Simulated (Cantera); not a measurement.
An isothermal, constant-pressure homogeneous reactor starts with 36.7 % H2, 63.3 % O2, equivalence ratio 0.29, at 1400 K and 2800 Pa.

Detailed kinetics in Cantera: the H2/O2 subset of GRI-Mech 3.0, which has no nitrogen chemistry. Radical loss at walls, strong at low pressure, is not modelled. The temperature is held fixed by assumption; the heat of reaction is taken as removed at once.

x: mole fraction; the columns are a selection and need not sum to one.

```
t (s)         x H2   x O2   x H2O2       x O      x OH
--------  --------  -----  -------  --------  --------
3.00e-5      0.367  0.633        ?   2.37e-7   1.84e-7
0.000123     0.366  0.633        ?  0.000138  0.000106
0.000504    0.0292  0.449        ?     0.101    0.0245
0.00206     0.0222  0.484        ?    0.0661    0.0222
0.00845    0.00434  0.539        ?    0.0111    0.0102
0.0346    0.000214  0.550        ?  0.000540   0.00230
0.142      1.97e-5  0.551        ?   5.03e-5  0.000703
0.582      3.41e-6  0.551        ?   8.78e-6  0.000294
2.38       1.67e-6  0.551  6.28e-9   4.28e-6  0.000205
9.76       1.64e-6  0.551  6.23e-9   4.22e-6  0.000204
40.0       1.64e-6  0.551  6.23e-9   4.22e-6  0.000204
```

Q: Fill in the missing entries.

A: 
- 3.00e-5, x H2O2: 1.42e-9
- 0.000123, x H2O2: 2.37e-8
- 0.000504, x H2O2: 6.93e-7
- 0.00206, x H2O2: 8.76e-7
- 0.00845, x H2O2: 6.91e-7
- 0.0346, x H2O2: 1.58e-7
- 0.142, x H2O2: 3.46e-8
- 0.582, x H2O2: 9.86e-9
